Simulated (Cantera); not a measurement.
Feed: 1 mol Ca(OH)2, 3 mol H2, 0.095 mol CO2, held at 1527 °C and 0.0790 bar.

Equilibrium computed with Cantera from the NASA thermochemical tables; the gas is ideal and each condensed phase is pure. Candidate condensed phases: C, C6H6, C7H8, C8H18, Ca, CaCO3, CaO, Ca(OH)2, H2O; 115 gas species. Equilibrium is a limit: real reactors are often held back by kinetics, nucleation or transport.

Task: What is the equilibrium state?

Result: 
```json
{
  "x(H2)": "0.711",
  "x(H2O)": "0.265",
  "x(CO)": "0.0211",
  "x(CO2)": "0.00206",
  "x(H)": "0.00107",
  "x(OH)": "2.65e-5",
  "x(Ca(OH)2)": "4.77e-6",
  "n(CaO(s))": "1.000 mol",
  "gas_amount": "4.097 mol",
  "log10 activity of C(graphite) (absent)": "-5.89",
  "log10 activity of Ca(l) (absent)": "-8.14"
}
```
